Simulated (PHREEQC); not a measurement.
A solution holds 0.0032 mol/kgw KH2PO4, 0.0026 mol/kgw NaF and 0.14 mol/kgw KCl, at 25 °C. Closed to the air; pH follows from the charge balance.

All values are PHREEQC results (ion-association model, phreeqc.dat), not measurements.

Each row changes one thing in this solution. This is a speciation only: nothing precipitates in the calculation.

```json
[
 {"case": "as made", "pH": "4.97", "HPO4-2 (mol/kgw)": "4.23e-5", "HF (mol/kgw)": "2.91e-5", "KHPO4- (mol/kgw)": "3.77e-6", "H3PO4 (mol/kgw)": "3.66e-6", "NaF (mol/kgw)": "2.08e-6", "SI of Sylvite (KCl)": "-2.86", "SI of Halite (NaCl)": "-5.26"},
 {"case": "0.0016 mol/kgw NaHS added", "pH": "6.50", "HPO4-2 (mol/kgw)": "0.000971", "HF (mol/kgw)": "8.71e-7", "KHPO4- (mol/kgw)": "8.60e-5", "H3PO4 (mol/kgw)": "7.37e-8", "NaF (mol/kgw)": "3.38e-6", "SI of Sylvite (KCl)": "-2.86", "SI of Halite (NaCl)": "-5.05"},
 {"case": "diluted 10-fold with water", "pH": "5.36", "HPO4-2 (mol/kgw)": "6.38e-6", "HF (mol/kgw)": "1.48e-6", "KHPO4- (mol/kgw)": "1.10e-7", "H3PO4 (mol/kgw)": "1.78e-7", "NaF (mol/kgw)": "3.02e-8", "SI of Sylvite (KCl)": "-4.71", "SI of Halite (NaCl)": "-7.11"},
 {"case": "NaF from 0.0026 to 0.00052 mol/kgw", "pH": "4.82", "HPO4-2 (mol/kgw)": "2.96e-5", "HF (mol/kgw)": "8.28e-6", "KHPO4- (mol/kgw)": "2.66e-6", "H3PO4 (mol/kgw)": "5.25e-6", "NaF (mol/kgw)": "8.31e-8", "SI of Sylvite (KCl)": "-2.86", "SI of Halite (NaCl)": "-5.96"},
 {"case": "temperature from 25 to 90 °C", "pH": "5.10", "HPO4-2 (mol/kgw)": "8.41e-5", "HF (mol/kgw)": "7.49e-5", "KHPO4- (mol/kgw)": "6.44e-6", "H3PO4 (mol/kgw)": "4.91e-6", "NaF (mol/kgw)": "1.88e-6", "SI of Sylvite (KCl)": "-3.17", "SI of Halite (NaCl)": "-5.34"},
 {"case": "diluted 5-fold with water", "pH": "5.23", "HPO4-2 (mol/kgw)": "1.07e-5", "HF (mol/kgw)": "3.81e-6", "KHPO4- (mol/kgw)": "3.14e-7", "H3PO4 (mol/kgw)": "4.63e-7", "NaF (mol/kgw)": "1.11e-7", "SI of Sylvite (KCl)": "-4.14", "SI of Halite (NaCl)": "-6.55"}
]
```

Complexes and solids missing from the database can't appear. Away from 25 °C the constants follow the database's enthalpies or fits; those with neither stay at their 25 °C values.
